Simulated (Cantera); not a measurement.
A perfectly stirred reactor is fed with H2 : O2 = 0.02 : 1 (molar parts), equivalence ratio 0.010, at 220 Pa; it is held at 1425 K, and followed from long to short residence time.

Model: GRI-Mech 3.0 (53 species, 325 reactions), integrated in Cantera. Radical loss at walls, strong at low pressure, is not modelled.

Problem. What does this change do: H2 0.02 to 0.071 parts?

Solution. 
```tsv
quantity	before	after
x(H2) at τ = 2.30 s	0.000135	0.000878
x(O2) at τ = 2.30 s	0.965	0.901
x(HO2) at τ = 2.30 s	1.10e-7	3.24e-7
x(H2O2) at τ = 2.30 s	2.94e-9	9.85e-9
x(O) at τ = 2.30 s	0.0133	0.0262
x(H2) at τ = 98.0 ms	0.000484	0.00182
x(O2) at τ = 98.0 ms	0.963	0.881
x(HO2) at τ = 98.0 ms	1.29e-7	3.76e-7
x(H2O2) at τ = 98.0 ms	3.56e-9	1.13e-8
x(O) at τ = 98.0 ms	0.0158	0.0442
```
The temperature is held fixed by assumption; the heat of reaction is taken as removed at once.

Problem. What does this change do: pressure from 220 Pa to 3500 Pa?

Solution. 
```csv
quantity,before,after
x(H2) at τ = 2.30 s,0.000135,1.65e-5
x(O2) at τ = 2.30 s,0.965,0.979
x(HO2) at τ = 2.30 s,1.10e-7,3.61e-7
x(H2O2) at τ = 2.30 s,2.94e-9,1.34e-8
x(O) at τ = 2.30 s,0.0133,0.000913
x(H2) at τ = 98.0 ms,0.000484,0.000103
x(O2) at τ = 98.0 ms,0.963,0.973
x(HO2) at τ = 98.0 ms,1.29e-7,1.16e-6
x(H2O2) at τ = 98.0 ms,3.56e-9,3.35e-8
x(O) at τ = 98.0 ms,0.0158,0.00586
```
